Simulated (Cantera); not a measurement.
A closed system holds: 1 mol SiCl4, 50 mol N2, 10 mol H2, 21 mol NH3, held at 3.90 Torr.

Method: chemical equilibrium by Gibbs-energy minimisation in Cantera with the NASA 1993 tables (ideal gas, pure condensed phases). Candidate condensed phases: NH4Cl, Si, Si3N4; 28 gas species. The tables' values for SiCl, SiCl3 are old estimates; treat these amounts as uncertain. The numbers say what is thermodynamically allowed, not how fast it happens. All values below are at 1725 K.

Base state: N2 0.580, H2 0.385, HCl 0.0270, SiCl2 0.00567, H 0.00160, Si 0.000170, Cl 8.67e-5, SiCl 7.34e-5 (mole fractions); condensed: Si3N4(s).

### Question
What changes in the equilibrium state with this change: SiCl4 replaced by SiH4?

### Answer
```json
[
 {"species": "N2", "before": "0.580", "after": "0.578"},
 {"species": "H2", "before": "0.385", "after": "0.420"},
 {"species": "H", "before": "0.00160", "after": "0.00167"},
 {"species": "HCl", "before": "0.0270", "after": "0"},
 {"species": "SiCl2", "before": "0.00567", "after": "0"},
 {"species": "Si", "before": "0.000170", "after": "0.000170"},
 {"species": "Cl", "before": "8.67e-5", "after": "0"},
 {"species": "SiCl", "before": "7.34e-5", "after": "0"},
 {"species": "SiCl3", "before": "1.27e-5", "after": "0"},
 {"species": "SiH", "before": "1.09e-5", "after": "1.14e-5"},
 {"species": "Si3N4(s), mol", "before": "0.127", "after": "0.326"}
]
```
